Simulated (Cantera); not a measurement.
What does this Cantera script print?

```python
import numpy as np
import cantera as ct

gas_names = """
    C CH CH2 CH3 CH2OH CH3O CH4 CH3OH CN CO CO2 COOH C2 C2H CHCO,ketyl C2H2,acetylene C2H2,vinylidene
    CH2CO,ketene C2H3,vinyl CH3CN CH3CO,acetyl C2H4 C2H4O,ethylen CH3CHO,ethanal CH3COOH (HCOOH)2 C2H5
    C2H6 CH3OCH3 C2H5OH CCN CNC C2N2 C2O C3 C3H3,propargyl C3H4,allene C3H4,propyne C3H4,cyclo-
    C3H5,allyl C3H6,propylene C3H6,cyclo- C3H6O C3H7,n-propyl C3H7,i-propyl C3H8 C3H8O,1propanol
    C3H8O,2propanol C3O2 C4 C4H2 C4H4,1,3-cyclo- C4H6,butadiene C4H6,2-butyne C4H6,cyclo- C4H8,1-butene
    C4H8,cis2-buten C4H8,tr2-butene C4H8,isobutene C4H8,cyclo- (CH3COOH)2 C4H9,n-butyl C4H9,i-butyl
    C4H9,s-butyl C4H9,t-butyl C4H10,isobutane C4H10,n-butane C4N2 C5 C5H6,1,3cyclo- C5H8,cyclo-
    C5H10,1-pentene C5H10,cyclo- C5H11,pentyl C5H11,t-pentyl C5H12,n-pentane C5H12,i-pentane
    CH3C(CH3)2CH3 C6H2 C6H5,phenyl C6H5O,phenoxy C6H6 C6H5OH,phenol C6H10,cyclo- C6H12,1-hexene
    C6H12,cyclo- C6H13,n-hexyl C7H7,benzyl C7H8 C7H8O,cresol C7H14,1-heptene C7H15,n-heptyl
    C7H16,n-heptane C8H8,styrene C8H10,ethylbenz C8H16,1-octene C8H17,n-octyl C8H18,isooctane
    C8H18,n-octane C9H19,n-nonyl C10H8,naphthale C10H21,n-decyl C12H9,o-bipheny C12H10,bipheny H HCN HCO
    HCCN HNC HNCO HNO HNO2 HNO3 HO2 H2 HCHO,formaldehy HCOOH H2O H2O2 N NCO NH NH2 NH3 NH2OH NO NO2 NO3
    N2 N2H2 N2H4 N2O O OH O2 O3 Si SiC SiC2 SiC4H12 SiH SiH2 SiH3 SiH4 SiN SiO SiO2 Si2 Si2C Si2N Si3
""".split()
cond_names = """
    C(gr) C6H6(L) C7H8(L) C8H18(L),n-octa H2O(s) H2O(L) Si(cr) Si(L) SiC(b) SiO2(Lqz) SiO2(hqz) SiO2(L)
    Si2N2O(s) Si3N4(a)
""".split()


def load(file, names, dense=False):
    # The tables refer to 1 bar. Condensed volumes are neglected.
    table = {s.name: s for s in ct.Species.list_from_file(file)}
    out = []
    for n in names:
        d = dict(table[n].input_data)
        d["thermo"] = dict(d["thermo"], **{"reference-pressure": 1e5})
        if dense:
            d["equation-of-state"] = {"model": "constant-volume", "density": "1e6 g/cm^3"}
        out.append(ct.Species.from_dict(d))
    return out


gas = ct.Solution(thermo="ideal-gas", species=load("nasa_gas.yaml", gas_names))
cond = {s.name: ct.Solution(thermo="fixed-stoichiometry", species=[s], name=s.name)
        for s in load("nasa_condensed.yaml", cond_names, dense=True)}
atoms = {
    'HMDSO': {'Si': 2, 'C': 6, 'H': 18, 'O': 1},
    'O3': {'O': 3},
    'N2': {'N': 2},
}
top_T = {'C(gr)': 4500, 'SiC(b)': 3050, 'Si2N2O(s)': 2100, 'Si3N4(a)': 2400}  # K; cautious upper limits of use, not melting points


def equilibrate(T, P, feed):
    n = {}
    for name, mol in feed.items():
        for a, k in atoms[name].items():
            n[a] = n.get(a, 0.0) + k * mol
    gas.TPX = T, P, n
    mass = sum(n.values()) * gas.mean_molecular_weight
    gas.equilibrate("TP")
    valid = [c for c in cond.values() if c.min_temp <= T <= top_T.get(c.name, c.max_temp)]
    mix = ct.Mixture([(gas, mass / gas.mean_molecular_weight)] + [(c, 0.0) for c in valid])
    mix.T, mix.P = T, P
    mix.equilibrate("TP", solver="vcs", rtol=1e-11, max_steps=5000)
    return mix


results = []
feed = {'HMDSO': 1, 'O3': 2.6, 'N2': 14}  # mol
P = 1000  # Pa
for T in [1398, 1473, 1548, 1623, 1698, 1773, 1848]:
    mix = equilibrate(T, P, feed)
    results.append((T, P, feed, dict(zip(mix.species_names, mix.species_moles))))
    x = sorted(zip(gas.X, gas.species_names), reverse=True)
    print(f"T = {T:g} K  P = {P:g} Pa  gas = {mix.phase_moles(0):.4g} mol")
    print("   x: " + "  ".join(f"{s} {v:.3e}" for v, s in x if v > 0.001))
    print("   condensed (mol): " + ("  ".join(f"{mix.phase(i).name} {mix.phase_moles(i):.4g}"
          for i in range(1, mix.n_phases) if mix.phase_moles(i) > 1e-12) or "none"))
```

It prints:

```
T = 1398 K  P = 1000 Pa  gas = 28.6 mol
   x: N2 4.755e-01  H2 3.146e-01  CO 2.097e-01
   condensed (mol): SiO2(hqz) 1.199  Si2N2O(s) 0.3996
T = 1473 K  P = 1000 Pa  gas = 28.62 mol
   x: N2 4.753e-01  H2 3.143e-01  CO 2.096e-01
   condensed (mol): SiO2(hqz) 1.193  Si2N2O(s) 0.3943
T = 1548 K  P = 1000 Pa  gas = 28.78 mol
   x: N2 4.741e-01  H2 3.126e-01  CO 2.085e-01  SiO 4.602e-03
   condensed (mol): SiO2(hqz) 1.155  Si2N2O(s) 0.3563
T = 1623 K  P = 1000 Pa  gas = 29.71 mol
   x: N2 4.671e-01  H2 3.027e-01  CO 2.020e-01  SiO 2.782e-02
   condensed (mol): SiO2(hqz) 0.9235  Si2N2O(s) 0.125
T = 1698 K  P = 1000 Pa  gas = 30.22 mol
   x: N2 4.633e-01  H2 2.972e-01  CO 1.985e-01  SiO 3.994e-02
   condensed (mol): SiO2(L) 0.793
T = 1773 K  P = 1000 Pa  gas = 30.26 mol
   x: N2 4.627e-01  H2 2.957e-01  CO 1.981e-01  SiO 4.076e-02  H 1.547e-03
   condensed (mol): SiO2(L) 0.7667
T = 1848 K  P = 1000 Pa  gas = 30.37 mol
   x: N2 4.609e-01  H2 2.913e-01  CO 1.969e-01  SiO 4.376e-02  H2O 3.631e-03  H 2.861e-03
   condensed (mol): SiO2(L) 0.671
```

Equilibrium computed with Cantera from the NASA thermochemical tables; the gas is ideal and each condensed phase is pure. The feed counts by its element totals alone. N2 is the only nitrogen source here; it is nearly inert below about 1500 K, so the nitride shown seldom forms there in practice. Mutual solubility and eutectic melting of coexisting phases are not modelled. The tables hold silica as quartz up to 1696 K and as liquid above; real silica turns to tridymite and cristobalite and melts near 1996 K.
